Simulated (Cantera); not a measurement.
A closed system holds: 1 mol Cu2O, 47 mol H2, 11 mol N2, equilibrated at 1.20 bar.

Equilibrium computed with Cantera from the NASA thermochemical tables; the gas is ideal and each condensed phase is pure. Candidate condensed phases: Cu, CuO, Cu(OH)2, Cu2O, H2O; 27 gas species. The numbers say what is thermodynamically allowed, not how fast it happens.

Problem. Which condensed phases are stable at each of these points (T (K)): 973, 1073, 1173, 1273, 1373, 1473, 1573, 1673, 1773, 1873, 1973, 2073, 2173, 2273?

Solution. 
```csv
T (K),condensed phases,Cu condensed (%)
973,Cu(s),100.0
1073,Cu(s),100.0
1173,Cu(s),100.0
1273,Cu(s),100.0
1373,Cu(l),100.0
1473,Cu(l),100.0
1573,Cu(l),99.9
1673,Cu(l),99.7
1773,Cu(l),99.0
1873,Cu(l),97.0
1973,Cu(l),91.8
2073,Cu(l),79.6
2173,Cu(l),53.0
2273,gas only,0.0
```

From 973 K to 1273 K the condensed part is Cu(s). From 1373 K to 2173 K the condensed part is Cu(l). At 2273 K nothing is condensed.
